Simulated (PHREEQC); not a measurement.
Make-up at 25 °C: 0.8 mol/kgw HCl and 0.01 mol/kgw NaHCO3. Closed to the air; pH follows from the charge balance.

All values are PHREEQC results (Pitzer model, pitzer.dat), not measurements.

This is a speciation only: nothing precipitates in the calculation.

Estimate the pH, density, activity of water.

pH 0.10; density 1.011 g/cm³; activity of water 0.971.
